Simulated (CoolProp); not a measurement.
Vapour-liquid equilibrium of R143a (1) + isobutene (2) at 192.8 K; x and y are mole fractions of (1).

Values from CoolProp's multi-fluid Helmholtz-energy mixture model, Lemmon and Jacobsen 2000 and Lemmon 2005; pair parameters Bell 2016.

Give the bubble pressure and the first vapour's composition at x = 0.15, 0.25, 0.95. Is there an azeotrope?

x = 0.15: 0.008610 MPa, y = 0.840; x = 0.25: 0.01051 MPa, y = 0.876; x = 0.95: 0.01494 MPa, y = 0.979. No azeotrope shows between x = 0.05 and 0.95.

The pair parameters rest on a limited set of measurements; away from them the model extrapolates. With so large a gap from Raoult's law the liquid may split in two, which this calculation doesn't test in full.
